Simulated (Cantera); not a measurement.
## PbO + O₂ + H₂ (iron carbonyl, mercury and lead vapours)

A closed system holds: 1 mol PbO, 2.2 mol O₂, 1.2 mol H₂, equilibrated at 70.5 Torr.

Equilibrium computed with Cantera from the NASA thermochemical tables; the gas is ideal and each condensed phase is pure. Candidate condensed phases: H₂O, Pb, PbO, PbO₂, Pb₃O₄; 12 gas species. Gases not in the tables: (PbO)n polymers. The numbers say what is thermodynamically allowed, not how fast it happens.

From 675 °C to 875 °C the condensed part is PbO(yellow). From 925 °C to 1025 °C the condensed part is PbO(l).

```tsv
T (°C)	x O₂	x H₂O	x PbO	x OH	x Pb	x O	x H₂	n PbO(yellow)	n PbO(l)
675	0.571	0.429	5.21e-7	1.89e-7	3.09e-11	7.32e-11	3.15e-11	1.000	0
725	0.571	0.429	3.03e-6	5.31e-7	4.00e-10	3.65e-10	1.52e-10	1.000	0
775	0.571	0.429	1.48e-5	1.35e-6	4.04e-9	1.56e-9	6.34e-10	1.000	0
825	0.571	0.429	6.24e-5	3.16e-6	3.28e-8	5.85e-9	2.32e-9	1.000	0
875	0.571	0.428	0.000230	6.87e-6	2.21e-7	1.96e-8	7.59e-9	0.999	0
925	0.571	0.428	0.000697	1.40e-5	1.16e-6	5.92e-8	2.25e-8	0	0.998
975	0.570	0.428	0.00187	2.69e-5	5.17e-6	1.64e-7	6.13e-8	0	0.995
1025	0.569	0.427	0.00464	4.91e-5	2.05e-5	4.20e-7	1.55e-7	0	0.987
```
x: gas mole fraction; n: condensed amount in mol.
